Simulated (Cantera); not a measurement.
A Cantera script and its output.

```python
import numpy as np
import cantera as ct

gas = ct.Solution("gri30.yaml")
gas.TPX = 350, 39000, {'CH4': 1, 'O2': 1.67, 'N2': 5.83}
flame = ct.FreeFlame(gas, width=0.077)
flame.set_refine_criteria(ratio=3, slope=0.08, curve=0.16)
flame.transport_model = "mixture-averaged"
flame.solve(loglevel=0, auto=True)
flame.transport_model = "multicomponent"
flame.soret_enabled = True
flame.solve(loglevel=0, refine_grid=True)
z, T = flame.grid, flame.T
thick = (T[-1] - T[0]) / np.gradient(T, z).max()
show = ['CH4', 'O2', 'C2H', 'H2O', 'HCO', 'H']
print(f"laminar burning velocity  {flame.velocity[0] * 100:.3f} cm/s")
print(f"burnt temperature         {T[-1]:.1f} K")
print(f"thermal thickness         {thick * 1e3:.4f} mm")
print(f"grid points               {len(z)}")
z0 = z[flame.heat_release_rate.argmax()]
print(f"{'z/mm':>9s}{'T/K':>9s}{'u/(m/s)':>9s}" + "".join(f"{s:>11s}" for s in show))
rows = []
for k in (-3, -2, -1.5, -1, -0.5, -0.25, 0, 0.25, 0.5, 1, 2, 4, 8):
    zz = z0 + k * thick
    rows.append([k * thick, np.interp(zz, z, T), np.interp(zz, z, flame.velocity),
                 *(np.interp(zz, z, flame.X[gas.species_index(s)]) for s in show)])
    print(f"{rows[-1][0] * 1e3:9.3f}{rows[-1][1]:9.1f}{rows[-1][2]:9.3f}" + "".join(f"{x:11.3e}" for x in rows[-1][3:]))
```

Output:

```
laminar burning velocity  65.630 cm/s
burnt temperature         2225.4 K
thermal thickness         0.8445 mm
grid points               154
     z/mm      T/K  u/(m/s)        CH4         O2        C2H        H2O        HCO          H
   -2.534    350.0    0.657  1.176e-01  1.964e-01  7.909e-20  5.554e-06  2.469e-18  1.279e-15
   -1.689    350.8    0.659  1.173e-01  1.961e-01 -1.636e-18  8.783e-05  5.129e-16  4.423e-13
   -1.267    356.0    0.670  1.163e-01  1.956e-01 -5.069e-18  6.340e-04  3.321e-13  5.810e-11
   -0.845    422.2    0.799  1.097e-01  1.919e-01  2.583e-16  7.111e-03  4.040e-10  2.454e-07
   -0.422    930.0    1.799  7.627e-02  1.515e-01  1.912e-11  5.563e-02  7.699e-07  2.046e-04
   -0.211   1383.9    2.722  4.154e-02  1.034e-01  1.276e-08  1.037e-01  2.044e-05  1.207e-03
    0.000   1773.8    3.538  1.054e-02  5.183e-02  5.022e-07  1.503e-01  7.209e-05  4.811e-03
    0.211   1940.6    3.883  1.005e-03  2.207e-02  6.320e-07  1.739e-01  3.074e-05  9.651e-03
    0.422   1979.3    3.951  5.162e-05  1.132e-02  8.091e-08  1.802e-01  2.865e-06  1.239e-02
    0.845   2003.5    3.981  1.064e-07  6.676e-03  3.203e-10  1.803e-01  7.340e-08  1.342e-02
    1.689   2030.6    4.022  8.238e-12  5.397e-03  5.570e-14  1.804e-01  5.627e-08  1.250e-02
    3.378   2067.3    4.085  1.644e-15  4.411e-03 -6.939e-18  1.831e-01  4.615e-08  1.056e-02
    6.756   2113.3    4.163  1.434e-15  3.199e-03 -6.380e-18  1.869e-01  3.450e-08  8.120e-03
```

Model: GRI-Mech 3.0 (53 species, 325 reactions), integrated in Cantera. Burning velocities carry a grid error of a few per cent, more on coarse grids.
